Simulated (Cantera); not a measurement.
Feed: 1 mol Si, 1.6 mol H2O, 500 mol N2, 0.95 mol CO2, at 2223 K and 0.00280 bar.

These are equilibrium values from Cantera (NASA tables, ideal gas, pure condensed phases), not measurements of a reactor. Candidate condensed phases: C, C6H6, C7H8, C8H18, H2O, Si, SiC, SiO2, Si2N2O, Si3N4; 151 gas species. Rates play no part.

Base state: N2 0.989, H 0.00340, SiO 0.00197, CO 0.00168, O 0.000961, H2 0.000789, NO 0.000529, H2O 0.000516 (mole fractions); condensed: gas only.

Question: What changes in the equilibrium state with this change: temperature from 2223 K to 1575 K?

Answer: 
```json
[
 {"species": "N2", "before": "0.989", "after": "0.995"},
 {"species": "H2", "before": "0.000789", "after": "0.00228"},
 {"species": "CO", "before": "0.00168", "after": "0.00167"},
 {"species": "H", "before": "0.00340", "after": "3.75e-5"},
 {"species": "SiO", "before": "0.00197", "after": "1.24e-5"},
 {"species": "O2", "before": "0.000265", "after": "1.30e-9"},
 {"species": "O", "before": "0.000961", "after": "7.29e-9"},
 {"species": "SiO2(β-quartz), mol", "before": "0", "after": "0.994"}
]
```
The tables hold silica as quartz up to 1696 K and as liquid above; real silica turns to tridymite and cristobalite and melts near 1996 K.
